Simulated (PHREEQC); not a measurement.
## Leach liquor: an equilibrium model

Dissolve 0.01 mol H2SO4, 0.0073 mol Li2SO4 and 0.0097 mol Fe2(SO4)3 per kg of water at 65 °C. Closed to the air; pH follows from the charge balance.

The numbers come from PHREEQC with the ion-association model, wateq4f.dat.

Each row changes one thing in this solution. This is a speciation only: nothing precipitates in the calculation.

| case | pH | ionic strength (mol/kgw) | SO4-2 (mol/kgw) | HSO4- (mol/kgw) | LiSO4- (mol/kgw) |
|---|---|---|---|---|---|
| as made | 2.16 | 0.0611 | 0.0139 | 0.0130 | 0.000357 |
| Fe2(SO4)3 from 0.0097 to 0.0485 mol/kgw | 2.25 | 0.187 | 0.0391 | 0.0221 | 0.000670 |
| temperature from 65 to 15 °C | 2.00 | 0.0669 | 0.0177 | 0.00746 | 0.000473 |
| diluted 2-fold with water | 2.32 | (withheld) | 0.00841 | 0.00611 | 0.000129 |
| Fe2(SO4)3 left out | 2.06 | (withheld) | 0.00723 | 0.00985 | 0.000227 |
| temperature from 65 to 10 °C | 1.99 | 0.0680 | 0.0181 | 0.00710 | 0.000484 |
| diluted 5-fold with water | 2.53 | 0.0170 | (withheld) | 0.00225 | (withheld) |
| H2SO4 from 0.01 to 0.005 mol/kgw | 2.39 | 0.0601 | 0.0148 | 0.00817 | 0.000382 |
| Fe2(SO4)3 from 0.0097 to 0.097 mol/kgw | 2.24 | 0.342 | 0.0668 | 0.0321 | 0.000893 |

Q: What belongs in the gaps?

A: 
- diluted 2-fold with water, ionic strength (mol/kgw): 0.0347
- Fe2(SO4)3 left out, ionic strength (mol/kgw): 0.0318
- diluted 5-fold with water, SO4-2 (mol/kgw): 0.00438
- diluted 5-fold with water, LiSO4- (mol/kgw): 3.22e-5

Some of these states are supersaturated (in Hematite (slow to form), Goethite (slow to form), for instance). Away from 25 °C the constants follow the database's enthalpies or fits; those with neither stay at their 25 °C values.
